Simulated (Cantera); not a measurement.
What does this Cantera script print?

```python
import numpy as np
import cantera as ct

surf = ct.Interface("ptcombust.yaml", "Pt_surf")
gas = surf.adjacent["gas"]
gas.TPX = 300, 45000, {'H2': 0.015, 'O2': 0.18, 'N2': 0.79}
jet = ct.ImpingingJet(gas=gas, width=0.034, surface=surf)
jet.inlet.mdot, jet.inlet.T, jet.inlet.X = 0.15, 300, {'H2': 0.015, 'O2': 0.18, 'N2': 0.79}
jet.set_refine_criteria(ratio=10, slope=0.2, curve=0.3)
show, cover = ['H2', 'O2', 'H2O', 'OH'], ["PT(S)", "H(S)", "O(S)", "OH(S)", "CO(S)", "C(S)"]

rows = []
print(f"{'Ts/K':>7s}" + "".join(f"{s:>11s}" for s in show + cover) + "   (gas at the wall, coverages)")
for i, Ts in enumerate([700, 750, 800, 850, 900]):
    jet.surface.T = Ts
    if i == 0:
        surf.TP = Ts, 45000
        surf.coverages = "PT(S):0.5, O(S):0.5"
        surf.advance_coverages(1.0)
        jet.set_initial_guess(products="inlet")
    jet.solve(loglevel=0, auto=(i == 0))
    rows.append([*(jet.X[gas.species_index(s), -1] for s in show), *surf[cover].coverages])
    print(f"{Ts:7g}" + "".join(f"{x:11.3e}" for x in rows[-1]))
```

Result:

```
   Ts/K         H2         O2        H2O         OH      PT(S)       H(S)       O(S)      OH(S)      CO(S)       C(S)   (gas at the wall, coverages)
    700  1.624e-03  1.683e-01  2.612e-02  7.764e-11  2.048e-02  1.549e-09  9.765e-01  3.031e-03  6.517e-20  3.339e-34
    750  1.272e-03  1.680e-01  2.666e-02  4.746e-10  2.778e-02  3.219e-09  9.696e-01  2.572e-03  2.132e-19  6.362e-27
    800  8.371e-04  1.676e-01  2.737e-02  2.102e-09  4.498e-02  9.278e-09  9.525e-01  2.469e-03  1.980e-20  6.173e-28
    850  5.441e-04  1.673e-01  2.781e-02  7.361e-09  7.371e-02  2.776e-08  9.239e-01  2.435e-03  5.590e-21  4.017e-26
    900  3.706e-04  1.672e-01  2.804e-02  2.222e-08  1.127e-01  7.367e-08  8.849e-01  2.359e-03  1.502e-20  9.365e-25
```

Computed with Cantera and Deutschmann's 1995 Pt surface mechanism with GRI-Mech 3.0 gas chemistry. Catalytic surfaces can have several steady states; this one follows from the mechanism file's or the stated starting coverage.
